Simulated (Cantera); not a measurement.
Charge: 1 mol Si, 0.42 mol H2, equilibrated at 750 Torr.

Cantera equilibrium calculation (NASA polynomials, part measured and part estimated; ideal gas, pure solids and liquids). Candidate condensed phases: Si; 9 gas species. Gases not in the tables: Si2H6 and higher silanes. The numbers say what is thermodynamically allowed, not how fast it happens.

Problem. Which condensed phases are stable at each of these points (T (°C)): 227, 427, 627, 827, 1027, 1227, 1427?

Solution. 
```json
[
 {"T (°C)": "227", "condensed phases": "Si(s)", "Si condensed (%)": "100.0"},
 {"T (°C)": "427", "condensed phases": "Si(s)", "Si condensed (%)": "100.0"},
 {"T (°C)": "627", "condensed phases": "Si(s)", "Si condensed (%)": "100.0"},
 {"T (°C)": "827", "condensed phases": "Si(s)", "Si condensed (%)": "100.0"},
 {"T (°C)": "1027", "condensed phases": "Si(s)", "Si condensed (%)": "100.0"},
 {"T (°C)": "1227", "condensed phases": "Si(s)", "Si condensed (%)": "100.0"},
 {"T (°C)": "1427", "condensed phases": "Si(l)", "Si condensed (%)": "100.0"}
]
```

From 227 °C to 1227 °C the condensed part is Si(s). At 1427 °C the condensed part is Si(l).
